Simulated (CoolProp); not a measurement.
Vapour-liquid equilibrium of trans-2-butene (1) + acetone (2) at 63.55 °C; x and y are mole fractions of (1).

Computed with CoolProp (multi-fluid Helmholtz-energy mixture model, Lemmon 2005 and Lemmon 2006; pair parameters Bell 2016).

```tsv
x	bubble pressure (MPa)	y at the bubble point	dew pressure at overall composition x (MPa)	liquid density (mol/L)
0.05	0.1972	0.357	0.1366	12.56
0.2	0.3586	0.677	0.1610	12.02
0.35	0.4638	0.774	0.1954	11.50
0.5	0.5312	0.823	0.2477	11.01
0.65	0.5802	0.861	0.3359	10.57
0.8	0.6240	0.903	0.4985	10.18
0.95	0.6669	0.968	0.6575	9.866
```

No azeotrope shows between x = 0.05 and 0.95.

The pair parameters rest on a limited set of measurements; away from them the model extrapolates.
